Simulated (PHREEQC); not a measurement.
Solution (25 °C): 0.00036 mol H2SO4 and 0.069 mol FeCl3 per kg of water. It is in equilibrium with CO2 at log p = -3.4 (atm). Otherwise closed; pH follows from the charge balance.

Computed with PHREEQC (ion-association model, wateq4f.dat).

This is a speciation only: nothing precipitates in the calculation.

Problem. Order these Fe species by the share of Fe that they hold, largest first: FeCl2+, FeOH+2, Fe2(OH)2+4, FeCl+2, Fe+3.

Solution. FeCl+2 (42 %), Fe+3 (28 %), Fe2(OH)2+4 (13 %), FeCl2+ (7.6 %), FeOH+2 (6.2 %)

Problem. Order these Cl species by the share of Cl that they hold, largest first: FeCl2+, FeCl+2, Cl-.

Solution. Cl- (81 %), FeCl+2 (14 %), FeCl2+ (5.1 %)

The pH is 1.90 and the ionic strength 0.292 mol/kgw. Saturation is exceeded, for instance for Hematite (slow to form), Goethite (slow to form); the values hold only as long as no solid forms.
